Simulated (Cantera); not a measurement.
Feed: 1 mol Mg(OH)2, 0.14 mol H2O, 0.043 mol H2, 0.024 mol C, held at 25.5 Torr.

Equilibrium computed with Cantera from the NASA thermochemical tables; the gas is ideal and each condensed phase is pure. Candidate condensed phases: C, C6H6, C7H8, C8H18, H2O, Mg, MgCO3, MgO, Mg(OH)2; 116 gas species. Equilibrium is a limit: real reactors are often held back by kinetics, nucleation or transport.

**Question.** At 1550 K, list the 6 most abundant gas species with their mole fractions, and the condensed phases.

**Answer.** H2O 0.908, H2 0.0718, CO2 0.0163, CO 0.00360, H 4.58e-5, OH 1.95e-5. Condensed: MgO(s).
